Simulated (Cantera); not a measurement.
## SiH₄ + H₂O + N₂ (silicon oxide and oxynitride deposition)

Charge: 1 mol SiH₄, 15 mol H₂O, 57 mol N₂, held at 1375 °C and 3.30 mbar.

These are equilibrium values from Cantera (NASA tables, ideal gas, pure condensed phases), not measurements of a reactor. Candidate condensed phases: H₂O, Si, SiO₂, Si₂N₂O, Si₃N₄; 35 gas species. The tables hold silica as quartz up to 1696 K and as liquid above; real silica turns to tridymite and cristobalite and melts near 1996 K. The numbers say what is thermodynamically allowed, not how fast it happens.

The x(N₂) is 0.770. The x(H₂O) comes out as 0.176. The x(H₂) is 0.0539 and the x(H) is 0.000360. The x(OH) comes out as 5.27e-5 and the x(SiO) comes out as 7.75e-6. The x(NO) comes out as 3.32e-6, the n(SiO₂(β-quartz)) is 0.999 mol and the gas amount is 74.02 mol. The log10 activity of Si(s) (absent) is -10.74.
